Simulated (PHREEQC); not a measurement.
Make-up at 25 °C: 0.076 mol/kgw HF, 0.017 mol/kgw NaF and 0.041 mol/kgw H2SO4. Closed to the air; pH follows from the charge balance.

The numbers come from PHREEQC with the ion-association model, phreeqc.dat.

| quantity | before | after |
|---|---|---|
| pH | 1.45 | 2.23 |
| ionic strength (mol/kgw) | 0.0732 | 0.0110 |
| HF (mol/kgw) | 0.0893 | 0.00818 |
| HSO4- (mol/kgw) | 0.0259 | 0.00120 |
| SO4-2 (mol/kgw) | 0.0146 | 0.00289 |
| F- (mol/kgw) | 0.00219 | 0.00105 |

**Question.** Which change was made?
(A) HF left out
(B) 0.011 mol/kgw KOH added
(C) diluted 10-fold with water
(D) NaF left out
(E) diluted 2-fold with water

**Answer.** C, diluted 10-fold with water

Precipitation was switched off in this run.
